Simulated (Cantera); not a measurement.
Feed: 1 mol C3H6, 0.032 mol O2, 53 mol H2, equilibrated at 2500000 Pa.

Method: chemical equilibrium by Gibbs-energy minimisation in Cantera with the NASA 1993 tables (ideal gas, pure condensed phases). Candidate condensed phases: C, C6H6, C7H8, C8H18, H2O; 110 gas species. Equilibrium is a limit: real reactors are often held back by kinetics, nucleation or transport. All values below are at 2373 K.

Base state: H2 0.985, C2H2 (acetylene) 0.00606, CH4 0.00453, H 0.00277, CO 0.00114, CH3 0.000236, C2H4 0.000174, C4H2 1.53e-5 (mole fractions); condensed: C(graphite).

Problem. What changes in the equilibrium state with this change: O2 from 0.032 to 0.018 mol?

Solution. 
| species | before | after |
|---|---|---|
| H2 | 0.985 | 0.986 |
| C2H2 (acetylene) | 0.00606 | 0.00606 |
| CH4 | 0.00453 | 0.00453 |
| CO | 0.00114 | 0.000644 |
| C2H4 | 0.000174 | 0.000175 |
| CH3 | 0.000236 | 0.000236 |
| C4H2 | 1.53e-5 | 1.53e-5 |
| H | 0.00277 | 0.00277 |
| C(graphite), mol | 1.97 | 1.99 |
